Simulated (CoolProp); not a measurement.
Properties of chloromethane (R40) along the isobar 11800 kPa.

Computed with CoolProp (reference Helmholtz-energy equation of state, Thol 2014).

```json
[
 {"T (K)": "250.2", "phase": "liquid", "cp (kJ/(kg K))": "1.553", "speed of sound (m/s)": "1106", "fugacity coefficient": "0.01148"},
 {"T (K)": "263.1", "phase": "liquid", "cp (kJ/(kg K))": "1.547", "speed of sound (m/s)": "1064", "fugacity coefficient": "0.01895"},
 {"T (K)": "276", "phase": "liquid", "cp (kJ/(kg K))": "…", "speed of sound (m/s)": "1021", "fugacity coefficient": "…"},
 {"T (K)": "288.8", "phase": "liquid", "cp (kJ/(kg K))": "1.557", "speed of sound (m/s)": "976.1", "fugacity coefficient": "0.04365"},
 {"T (K)": "301.7", "phase": "liquid", "cp (kJ/(kg K))": "…", "speed of sound (m/s)": "929.1", "fugacity coefficient": "0.06205"},
 {"T (K)": "314.6", "phase": "liquid", "cp (kJ/(kg K))": "1.592", "speed of sound (m/s)": "880.4", "fugacity coefficient": "0.08501"},
 {"T (K)": "327.5", "phase": "liquid", "cp (kJ/(kg K))": "1.620", "speed of sound (m/s)": "829.9", "fugacity coefficient": "0.1128"},
 {"T (K)": "340.3", "phase": "liquid", "cp (kJ/(kg K))": "1.655", "speed of sound (m/s)": "778.3", "fugacity coefficient": "0.1451"}
]
```

Task: Some entries are withheld; supply them.

Result: 
- 276, cp (kJ/(kg K)): 1.549
- 276, fugacity coefficient: 0.02952
- 301.7, cp (kJ/(kg K)): 1.572
